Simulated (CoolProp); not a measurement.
The numbers come from the reference Helmholtz-energy equation of state, Thol 2019 in CoolProp.

**Question.** For tetradecamethylhexasiloxane (MD4M), give the phase and the cp (kJ/(kg K)), cv (kJ/(kg K)), Joule-Thomson coefficient (K/MPa), isothermal compressibility (1/MPa) at 202.15 °C and 26.2 kPa; 202.15 °C and 8290 kPa.

**Answer.** 
- 202.15 °C and 26.2 kPa: liquid; cp 2.09, cv 1.84, Joule-Thomson coefficient -0.165, isothermal compressibility 0.00703
- 202.15 °C and 8290 kPa: liquid; cp 2.06, cv 1.84, Joule-Thomson coefficient -0.284, isothermal compressibility 0.00423
